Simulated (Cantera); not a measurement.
A closed system holds: 1 mol SiCl4, 0.11 mol HCl, 420 mol H2, held at 13300 Pa.

These are equilibrium values from Cantera (NASA tables, ideal gas, pure condensed phases), not measurements of a reactor. Candidate condensed phases: Si; 19 gas species. The tables' values for SiCl are old estimates; treat these amounts as uncertain. Gases not in the tables: Si2H6 and higher silanes. Equilibrium is a limit: real reactors are often held back by kinetics, nucleation or transport.

log p: log10 of the partial pressure in bar; n: condensed amount in mol.

```json
[
 {"T (°C)": "1225", "log p H2": "-0.88", "log p H": "-5.20", "log p HCl": "-2.91", "log p Si": "-8.00", "log p Cl": "-7.33", "log p SiCl2": "-4.44", "n Si(s)": "0.882", "n Si(l)": "0"},
 {"T (°C)": "1375", "log p H2": "-0.88", "log p H": "-4.49", "log p HCl": "-2.91", "log p Si": "-6.59", "log p Cl": "-6.63", "log p SiCl2": "-4.40", "n Si(s)": "0.867", "n Si(l)": "0"},
 {"T (°C)": "1525", "log p H2": "-0.88", "log p H": "?", "log p HCl": "-2.91", "log p Si": "?", "log p Cl": "?", "log p SiCl2": "-4.45", "n Si(s)": "0", "n Si(l)": "?"},
 {"T (°C)": "1675", "log p H2": "-0.88", "log p H": "?", "log p HCl": "-2.91", "log p Si": "?", "log p Cl": "?", "log p SiCl2": "?", "n Si(s)": "0", "n Si(l)": "?"},
 {"T (°C)": "1825", "log p H2": "-0.88", "log p H": "-2.95", "log p HCl": "-2.91", "log p Si": "-3.88", "log p Cl": "-5.11", "log p SiCl2": "-4.61", "n Si(s)": "0", "n Si(l)": "0.308"},
 {"T (°C)": "1975", "log p H2": "-0.89", "log p H": "-2.58", "log p HCl": "-2.91", "log p Si": "-3.63", "log p Cl": "-4.74", "log p SiCl2": "-5.05", "n Si(s)": "0", "n Si(l)": "0"},
 {"T (°C)": "2125", "log p H2": "-0.90", "log p H": "-2.25", "log p HCl": "-2.91", "log p Si": "-3.58", "log p Cl": "-4.41", "log p SiCl2": "-5.64", "n Si(s)": "0", "n Si(l)": "0"},
 {"T (°C)": "2275", "log p H2": "-0.92", "log p H": "-1.97", "log p HCl": "-2.93", "log p Si": "-3.57", "log p Cl": "-4.14", "log p SiCl2": "-6.20", "n Si(s)": "0", "n Si(l)": "0"}
]
```

**Question.** Fill in the missing entries.

**Answer.** 
- 1525, log p H: -3.89
- 1525, log p Si: -5.51
- 1525, log p Cl: -6.04
- 1525, n Si(l): 0.859
- 1675, log p H: -3.39
- 1675, log p Si: -4.63
- 1675, log p Cl: -5.54
- 1675, log p SiCl2: -4.53
- 1675, n Si(l): 0.768
